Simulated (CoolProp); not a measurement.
The numbers come from the reference Helmholtz-energy equation of state, Thol 2018 in CoolProp.

Problem. For hydrogen chloride, give the phase and the cp (kJ/(kg K)), speed of sound (m/s) at 613.3 K and 19.2 MPa; 613.3 K and 64 MPa.

Solution. 
- 613.3 K and 19.2 MPa: supercritical; cp 0.991, speed of sound 455
- 613.3 K and 64 MPa: supercritical; cp 1.22, speed of sound 574
